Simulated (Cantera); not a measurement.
Feed: 1 mol SrCl2, 38 mol H2, at 10.0 mbar.

These are equilibrium values from Cantera (NASA tables, ideal gas, pure condensed phases), not measurements of a reactor. Candidate condensed phases: Sr, SrCl2; 8 gas species. Equilibrium is a limit: real reactors are often held back by kinetics, nucleation or transport.

x: gas mole fraction; n: condensed amount in mol.

```json
[
 {"T (K)": "925", "x H2": "1.00", "x SrCl2": "7.65e-9", "x HCl": "1.26e-9", "x SrCl": "1.41e-10", "x H": "2.60e-9", "x Sr": "?", "n SrCl2(s)": "1.00", "n SrCl2(l)": "0"},
 {"T (K)": "975", "x H2": "1.00", "x SrCl2": "7.25e-8", "x HCl": "7.36e-9", "x SrCl": "1.24e-9", "x H": "1.14e-8", "x Sr": "?", "n SrCl2(s)": "1.000", "n SrCl2(l)": "0"},
 {"T (K)": "1025", "x H2": "1.000", "x SrCl2": "5.34e-7", "x HCl": "3.62e-8", "x SrCl": "8.53e-9", "x H": "4.36e-8", "x Sr": "?", "n SrCl2(s)": "1.000", "n SrCl2(l)": "0"},
 {"T (K)": "1075", "x H2": "1.000", "x SrCl2": "3.16e-6", "x HCl": "1.53e-7", "x SrCl": "4.76e-8", "x H": "1.47e-7", "x Sr": "?", "n SrCl2(s)": "1.000", "n SrCl2(l)": "0"},
 {"T (K)": "1125", "x H2": "1.000", "x SrCl2": "1.57e-5", "x HCl": "5.72e-7", "x SrCl": "2.23e-7", "x H": "4.44e-7", "x Sr": "?", "n SrCl2(s)": "0.999", "n SrCl2(l)": "0"},
 {"T (K)": "1175", "x H2": "1.000", "x SrCl2": "6.45e-5", "x HCl": "1.89e-6", "x SrCl": "8.79e-7", "x H": "1.23e-6", "x Sr": "?", "n SrCl2(s)": "0", "n SrCl2(l)": "0.997"},
 {"T (K)": "1225", "x H2": "1.000", "x SrCl2": "0.000227", "x HCl": "5.60e-6", "x SrCl": "2.99e-6", "x H": "3.12e-6", "x Sr": "?", "n SrCl2(s)": "0", "n SrCl2(l)": "0.991"},
 {"T (K)": "1275", "x H2": "0.999", "x SrCl2": "0.000715", "x HCl": "1.53e-5", "x SrCl": "9.14e-6", "x H": "7.37e-6", "x Sr": "?", "n SrCl2(s)": "0", "n SrCl2(l)": "0.972"}
]
```

Q: Some entries are withheld; supply them.

A: 
- 925, x Sr: 5.57e-10
- 975, x Sr: 3.06e-9
- 1025, x Sr: 1.38e-8
- 1075, x Sr: 5.27e-8
- 1125, x Sr: 1.74e-7
- 1175, x Sr: 5.04e-7
- 1225, x Sr: 1.30e-6
- 1275, x Sr: 3.08e-6
